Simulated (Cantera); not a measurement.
**Catalytic combustion on Pt**

An isothermal plug-flow reactor at 773 K and 0.220 bar (inlet), inlet velocity 0.15 m/s, active area per volume 270 1/m; feed CO : O2 : N2 = 0.0075 : 0.14 : 0.79 (molar parts).

Cantera simulation using Deutschmann's 1995 Pt surface mechanism with GRI-Mech 3.0 gas chemistry; the numbers are that mechanism's predictions, not measurements. Catalytic surfaces can have several steady states; this one follows from the mechanism file's or the stated starting coverage. Mass transfer to the wall is taken as infinitely fast.

```
z (m)        x CO   x O2   x H2O    x CO2  θ free Pt   θ O*
-------  --------  -----  ------  -------  ---------  -----
0.00018   0.00485  0.148  <1e-12  0.00316     0.0576  0.942
0.00035   0.00365  0.147  <1e-12  0.00437     0.0516  0.948
0.00068   0.00233  0.147  <1e-12  0.00569     0.0469  0.953
0.0013    0.00114  0.146  <1e-12  0.00689     0.0437  0.956
0.0025   0.000328  0.146  <1e-12  0.00770     0.0419  0.958
0.0049    3.09e-5  0.146  <1e-12  0.00800     0.0413  0.959
0.0094    3.87e-7  0.146  <1e-12  0.00803     0.0413  0.959
0.018    9.04e-11  0.146  <1e-12  0.00803     0.0413  0.959
```
x: gas mole fraction; θ: surface coverage.
